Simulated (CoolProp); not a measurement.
Methane at 489.67 K and 15.8 MPa flows at 0.13 m/s in a round tube of 25 mm bore and 15 µm roughness, fully developed (64/Re and Nu = 3.66 if laminar; Colebrook and Gnielinski if turbulent). Each further row changes one setting.

Values from CoolProp's reference Helmholtz-energy equation of state, Setzmann 1991.

| case | Reynolds number | Darcy friction factor | pressure drop (Pa/m) | heat-transfer coefficient (W/(m² K)) | mass flow (kg/h) |
|---|---|---|---|---|---|
| as stated | 10500 | 0.0314 | 0.650 | … | 14.1 |
| velocity 0.26 m/s | 21100 | 0.0269 | 2.22 | … | 28.1 |
| diameter 50 mm | 21100 | … | … | 86.2 | 56.3 |

Complete the blanks.


- as stated, heat-transfer coefficient (W/(m² K)): 99.1
- velocity 0.26 m/s, heat-transfer coefficient (W/(m² K)): 177
- diameter 50 mm, Darcy friction factor: 0.0262
- diameter 50 mm, pressure drop (Pa/m): 0.271

Viscosity comes from a separate model (Quiñones-Cisneros 2006). Thermal conductivity comes from a separate model (Friend 1989).
